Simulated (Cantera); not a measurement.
A freely propagating, adiabatic, planar premixed flame of 10.2 % CH₄, 18.9 % O₂, 70.9 % N₂, equivalence ratio 1.1, unburnt at 625 K and 100000 Pa; mixture-averaged transport, grid criteria slope 0.08 and curve 0.16, no radiation.

Cantera simulation using GRI-Mech 3.0 (53 species, 325 reactions); the numbers are that mechanism's predictions, not measurements. Burning velocities carry a grid error of a few per cent, more on coarse grids.

**Question.** Predict: laminar burning velocity; thermal thickness; peak x(C₂H₂); peak x(CH₂).

**Answer.** 
```
Item                        Result
------------------------  --------
laminar burning velocity  143 cm/s
thermal thickness         0.320 mm
peak x(C₂H₂)              0.000276
peak x(CH₂)                8.50e-5
```
